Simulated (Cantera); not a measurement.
## Adiabatic ignition

An adiabatic, constant-pressure homogeneous reactor starts with CH₄ : O₂ : N₂ : H₂O = 1 : 2.82 : 20.8 : 1.1 (molar parts), at 1325 K and 5.63 atm.

Detailed kinetics in Cantera: GRI-Mech 3.0 (53 species, 325 reactions).

```
t (s)     T (K)   x CH₄    x O₂   x H₂O      x NO   x HCN
--------  -----  ------  ------  ------  --------  ------
1.00e-6    1325  0.0389   0.110  0.0428    <1e-12  <1e-12
3.74e-6    1325  0.0389   0.110  0.0428    <1e-12  <1e-12
1.40e-5    1325  0.0389   0.110  0.0428    <1e-12  <1e-12
5.23e-5    1325  0.0389   0.110  0.0428    <1e-12  <1e-12
0.000196   1325  0.0389   0.110  0.0428    <1e-12  <1e-12
0.000731   1326  0.0387   0.110  0.0429    <1e-12  <1e-12
0.00273    1343  0.0357   0.107  0.0455  2.00e-12  <1e-12
0.0102     2134  <1e-12  0.0316   0.119  0.000126  <1e-12
0.0382     2133  <1e-12  0.0314   0.119  0.000555  <1e-12
0.143      2131  <1e-12  0.0307   0.119   0.00184  <1e-12
0.535      2126  <1e-12  0.0298   0.119   0.00369  <1e-12
2.00       2126  <1e-12  0.0296   0.119   0.00404  <1e-12
```
x: mole fraction; the columns are a selection and need not sum to one.

```
Property                                                          Result
---------------------------------  -------------------------------------
time of steepest temperature rise                                3.35 ms
temperature at 2.00 s                                             2126 K
equilibrium temperature                                           2126 K
x(CH₄) at 2.00 s                   <1e-12 (gas-phase equilibrium <1e-12)
x(O₂) at 2.00 s                    0.0296 (gas-phase equilibrium 0.0296)
x(H₂O) at 2.00 s                     0.119 (gas-phase equilibrium 0.119)
```
